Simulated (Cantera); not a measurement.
Input (Python, Cantera) and output of one run.

```python
import numpy as np
import cantera as ct

gas_names = [...]  # 110 gases of nasa_gas.yaml made of C, H, O
cond_names = """
    C(gr) C6H6(L) C7H8(L) C8H18(L),n-octa H2O(s) H2O(L)
""".split()


# ... load() reads the species with a 1 bar reference pressure and builds the phases ...
atoms = {
    'C2H5OH': {'C': 2, 'H': 6, 'O': 1},
    'CO2': {'C': 1, 'O': 2},
    'H2': {'H': 2},
}
top_T = {'C(gr)': 4500}  # K; cautious upper limits of use, not melting points


# ... equilibrate(T, P, feed) seeds the gas with the atoms and calls Mixture.equilibrate('TP', solver="vcs", rtol=1e-11, max_steps=5000) ...
results = []
feed = {'C2H5OH': 1, 'CO2': 0.088, 'H2': 1.4}  # mol
T = 1875  # K
P = 1333.22  # Pa
mix = equilibrate(T, P, feed)
results.append((T, P, feed, dict(zip(mix.species_names, mix.species_moles))))
print(gas.report(threshold=0.0001))
for i in range(1, mix.n_phases):
    print(f"{mix.phase(i).name:16s} {mix.phase_moles(i):12.5e} mol")
```

Output:

```
       temperature   1875 K
          pressure   1333.2 Pa
           density   0.00064015 kg/m^3
  mean mol. weight   7.4855 kg/kmol
   phase of matter   gas

                          1 kg             1 kmol
                     ---------------   ---------------
          enthalpy        3.6461e+06        2.7293e+07  J
   internal energy        1.5635e+06        1.1703e+07  J
           entropy             32239        2.4132e+05  J/K
    Gibbs function       -5.6802e+07       -4.2519e+08  J
 heat capacity c_p            4568.2             34195  J/K
 heat capacity c_v            3457.4             25880  J/K

                      mass frac. Y      mole frac. X     chem. pot. / RT
                     ---------------   ---------------   ---------------
                CO            0.7872           0.21037           -40.451
    C2H2,acetylene         0.0008644         0.0002485           -29.096
                 H        0.00067704         0.0050277           -11.919
                H2           0.21124           0.78434           -23.837
     [ +106 minor]        1.3669e-05        6.1938e-06

C(gr)             9.09191e-01 mol
```

Method: chemical equilibrium by Gibbs-energy minimisation in Cantera with the NASA 1993 tables (ideal gas, pure condensed phases).
